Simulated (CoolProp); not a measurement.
Vapour-liquid equilibrium of carbon dioxide (1) + R124 (2) at 265.5 K; x and y are mole fractions of (1).

Values from CoolProp's multi-fluid Helmholtz-energy mixture model, Span 1996 and de Vries 1995; pair parameters Bell 2016.

| x | bubble pressure, mixture model (MPa) | bubble pressure, Raoult's law (MPa) | y, mixture model | y, Raoult's law |
|---|---|---|---|---|
| 0.05 | 0.2433 | 0.2564 | 0.508 | 0.552 |
| 0.15 | 0.4744 | 0.5274 | 0.758 | 0.805 |
| 0.25 | 0.6970 | 0.7983 | 0.843 | 0.886 |
| 0.35 | 0.9210 | 1.069 | 0.889 | 0.926 |
| 0.45 | 1.154 | 1.340 | 0.919 | 0.950 |
| 0.55 | 1.404 | 1.611 | 0.941 | 0.966 |
| 0.65 | 1.674 | 1.882 | 0.958 | 0.978 |
| 0.75 | 1.970 | 2.153 | 0.972 | 0.986 |
| 0.85 | 2.293 | 2.424 | 0.984 | 0.993 |
| 0.95 | 2.645 | 2.695 | 0.995 | 0.998 |

The largest gap from Raoult's law is -13.9 % in bubble pressure, at x = 0.45. No azeotrope shows between x = 0.05 and 0.95.

The pair parameters rest on a limited set of measurements; away from them the model extrapolates.
